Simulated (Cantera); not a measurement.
A perfectly stirred reactor is fed with H2 : O2 : N2 = 1 : 0.746 : 2.81 (molar parts), at 5.92 atm; it is adiabatic with a 548 K inlet, and is followed from long to short residence time, starting on the burning branch (τ in s: 0.038, 0.015, 0.0059, 0.0023, 0.00092, 0.00036, 0.00014, 5.7e-05, 2.2e-05).

Model: GRI-Mech 3.0 (53 species, 325 reactions), integrated in Cantera. The hydrogen kinetics of GRI-Mech 3.0 are dated; newer H2 mechanisms differ, most at raised pressure.

x: mole fraction; the columns are a selection and need not sum to one.

```
τ (s)    T (K)      x H2    x O2      x NO    x HO2       x O   x H2O2
-------  -----  --------  ------  --------  -------  --------  -------
0.038     2165  0.000409  0.0593   0.00112  5.10e-6  0.000227  4.56e-7
0.015     2165  0.000458  0.0596  0.000521  5.33e-6  0.000245  4.69e-7
0.0059    2163  0.000570  0.0597  0.000248        ?  0.000286  4.94e-7
0.0023    2159  0.000822  0.0597  0.000134        ?  0.000380  5.52e-7
0.00092   2151   0.00132  0.0596   8.52e-5        ?  0.000576  6.64e-7
0.00036   2135   0.00229  0.0596   5.98e-5        ?  0.000968  8.61e-7
0.00014   2107   0.00403  0.0597   4.41e-5        ?   0.00169  1.16e-6
5.7e-5    2064   0.00682  0.0601   3.53e-5        ?   0.00284  1.56e-6
2.2e-5    1991    0.0115  0.0615   3.13e-5        ?   0.00467  2.18e-6
```

What belongs in the gaps?


- 0.0059, x HO2: 5.82e-6
- 0.0023, x HO2: 6.98e-6
- 0.00092, x HO2: 9.52e-6
- 0.00036, x HO2: 1.49e-5
- 0.00014, x HO2: 2.54e-5
- 5.7e-5, x HO2: 4.31e-5
- 2.2e-5, x HO2: 7.49e-5
